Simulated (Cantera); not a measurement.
A counterflow diffusion flame at 750 Torr, nozzles 20 mm apart: fuel side 100 % CH4 at 348 K, oxidiser side 21.0 % O2, 79.0 % N2 at 800 K, fuel mass flux 1.3 times the oxidiser's; mixture-averaged transport, no radiation.

Model: GRI-Mech 3.0 (53 species, 325 reactions), integrated in Cantera. GRI-Mech 3.0 has no aromatics or soot, which form on the fuel side of real flames. The maximum strain rate includes the flame's own expansion and is several times the mean.

x: mole fraction; the columns are a selection and need not sum to one.

```json
[
 {"oxidiser flux (kg/m²/s)": "0.25", "max strain (1/s)": "267", "mean strain (1/s)": "58.1", "T max (K)": "2237", "peak x OH": "0.0108", "peak x H": "0.00563", "peak x NO": "0.000398", "peak x CO": "0.0663", "peak x C2H2": "0.0171"},
 {"oxidiser flux (kg/m²/s)": "0.35", "max strain (1/s)": "363", "mean strain (1/s)": "81.4", "T max (K)": "2221", "peak x OH": "0.0108", "peak x H": "0.00588", "peak x NO": "0.000365", "peak x CO": "0.0649", "peak x C2H2": "0.0162"},
 {"oxidiser flux (kg/m²/s)": "0.5", "max strain (1/s)": "___", "mean strain (1/s)": "116", "T max (K)": "2206", "peak x OH": "0.0107", "peak x H": "0.00614", "peak x NO": "___", "peak x CO": "0.0638", "peak x C2H2": "0.0154"},
 {"oxidiser flux (kg/m²/s)": "0.7", "max strain (1/s)": "687", "mean strain (1/s)": "163", "T max (K)": "2193", "peak x OH": "0.0106", "peak x H": "0.00640", "peak x NO": "0.000295", "peak x CO": "0.0630", "peak x C2H2": "0.0146"},
 {"oxidiser flux (kg/m²/s)": "0.99", "max strain (1/s)": "___", "mean strain (1/s)": "230", "T max (K)": "2177", "peak x OH": "0.0105", "peak x H": "0.00661", "peak x NO": "___", "peak x CO": "0.0623", "peak x C2H2": "0.0137"},
 {"oxidiser flux (kg/m²/s)": "1.4", "max strain (1/s)": "1310", "mean strain (1/s)": "326", "T max (K)": "2156", "peak x OH": "0.0101", "peak x H": "0.00674", "peak x NO": "0.000211", "peak x CO": "0.0617", "peak x C2H2": "0.0126"},
 {"oxidiser flux (kg/m²/s)": "2", "max strain (1/s)": "1820", "mean strain (1/s)": "465", "T max (K)": "2132", "peak x OH": "0.00968", "peak x H": "0.00677", "peak x NO": "0.000164", "peak x CO": "0.0613", "peak x C2H2": "0.0113"},
 {"oxidiser flux (kg/m²/s)": "2.8", "max strain (1/s)": "2500", "mean strain (1/s)": "651", "T max (K)": "2103", "peak x OH": "0.00911", "peak x H": "0.00666", "peak x NO": "0.000121", "peak x CO": "0.0612", "peak x C2H2": "0.00977"},
 {"oxidiser flux (kg/m²/s)": "3.9", "max strain (1/s)": "3410", "mean strain (1/s)": "907", "T max (K)": "2066", "peak x OH": "0.00829", "peak x H": "0.00630", "peak x NO": "7.91e-5", "peak x CO": "0.0613", "peak x C2H2": "0.00789"},
 {"oxidiser flux (kg/m²/s)": "5.5", "max strain (1/s)": "4690", "mean strain (1/s)": "1280", "T max (K)": "2004", "peak x OH": "0.00687", "peak x H": "0.00536", "peak x NO": "3.79e-5", "peak x CO": "0.0608", "peak x C2H2": "0.00526"}
]
```

Question: Some entries are withheld; supply them.

Answer: 
- 0.5, max strain (1/s): 503
- 0.5, peak x NO: 0.000330
- 0.99, max strain (1/s): 947
- 0.99, peak x NO: 0.000255
